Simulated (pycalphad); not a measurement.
Computed with pycalphad from the COST 507 light-alloy database (1999), at 1 atm. No gas phase is included, though pure Mg would boil below 1377 °C. These are 1990s assessments: newer ones move some temperatures and phases. Kinetics are ignored, which matters at the lower temperatures.

**Question.** How does the equilibrium phase assembly of Mg-0.9783Al-6.59Si (wt.%) change on cooling from 1377 °C to 77 °C?

**Answer.** 
| T (°C) | phases above | phases below |
|---|---|---|
| 803.3 | LIQUID | LIQUID + MG2SI |
| 633.1 | LIQUID + MG2SI | HCP_A3 + LIQUID + MG2SI |
| 618.5 | HCP_A3 + LIQUID + MG2SI | HCP_A3 + MG2SI |
| 110.3 | HCP_A3 + MG2SI | ALMG_GAMMA + HCP_A3 + MG2SI |
Changes were sought between steps of 25 K, so a narrower field can be missed.

Database names, with the compositions (at.%) that they take in these runs: MG2SI: Mg 67 Si 33; ALMG_GAMMA: Mg 59 Al 41. HCP_A3 is hcp.
